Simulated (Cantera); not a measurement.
Transport properties of process gases

Gas mixture: 100 % NO, at 0.133 bar, frozen composition.

Cantera's kinetic-theory transport with the Lennard-Jones parameters of GRI-Mech 3.0, ideal gas; thermal conductivity in the multicomponent form. The composition is frozen, though it would react at the higher temperatures.

```tsv
T (K)	ρ (kg/m³)	cp (J/kg/K)	μ (µPa s)	λ (mW/m/K)	Pr	D (cm²/s) N2	D (cm²/s) NH3	D (cm²/s) CH4
400	0.120	998.6	23.1	32.5	0.711	2.57	2.87	2.80
650	0.0740	1054	32.3	48.1	0.708	5.89	6.95	6.46
900	0.0535	1114	40.1	63.1	0.707	10.2	12.3	11.2
1150	0.0418	1153	47.0	76.7	0.707	15.3	18.7	16.9
1400	0.0344	1181	53.4	89.3	0.707	21.2	26.2	23.4
1650	0.0292	1202	59.4	101	0.706	27.8	34.5	30.7
```
D: mixture-averaged diffusion coefficient of that species in the mixture.
